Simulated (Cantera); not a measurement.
Charge: 1 mol HMDSO, 2.2 mol CO2, 0.29 mol H2, equilibrated at 100000 Pa.

Cantera equilibrium calculation (NASA polynomials, part measured and part estimated; ideal gas, pure solids and liquids). Candidate condensed phases: C, C6H6, C7H8, C8H18, H2O, Si, SiC, SiO2; 123 gas species. The feed counts by its element totals alone. Mutual solubility and eutectic melting of coexisting phases are not modelled. The tables hold silica as quartz up to 1696 K and as liquid above; real silica turns to tridymite and cristobalite and melts near 1996 K. Rates play no part.

x: gas mole fraction; n: condensed amount in mol.

| T (K) | x H2 | x CO | x CH4 | x SiO | x H2O | x H | x C2H2 (acetylene) | n C(graphite) | n SiO2(β-quartz) | n SiC(s) | n SiO2(condensed) |
|---|---|---|---|---|---|---|---|---|---|---|---|
| 1398 | 0.865 | 0.131 | ___ | 1.45e-7 | 0.000429 | 4.40e-6 | 2.12e-6 | 6.77 | 2.00 | 0 | 0 |
| 1448 | 0.866 | 0.131 | ___ | 1.09e-6 | 0.000288 | 8.58e-6 | 4.12e-6 | 6.78 | 2.00 | 0 | 0 |
| 1498 | 0.867 | 0.131 | ___ | 7.09e-6 | 0.000198 | 1.60e-5 | 7.64e-6 | 6.78 | 2.00 | 0 | 0 |
| 1548 | 0.867 | 0.131 | ___ | 4.08e-5 | 0.000140 | 2.87e-5 | 1.36e-5 | 6.78 | 2.00 | 0 | 0 |
| 1598 | 0.867 | 0.131 | ___ | 0.000210 | 0.000101 | 4.96e-5 | 2.34e-5 | 6.79 | 2.00 | 0 | 0 |
| 1648 | 0.805 | 0.193 | ___ | 0.000664 | 0.000101 | 7.99e-5 | 3.60e-5 | 5.56 | 1.59 | 0.407 | 0 |
| 1698 | 0.633 | 0.365 | ___ | 0.00148 | 0.000113 | 0.000115 | 4.56e-5 | 0.880 | 0 | 1.96 | 0.0143 |

**Question.** What belongs in the gaps?

**Answer.** 
- 1398, x CH4: 0.00327
- 1448, x CH4: 0.00250
- 1498, x CH4: 0.00195
- 1548, x CH4: 0.00154
- 1598, x CH4: 0.00124
- 1648, x CH4: 0.000869
- 1698, x CH4: 0.000442
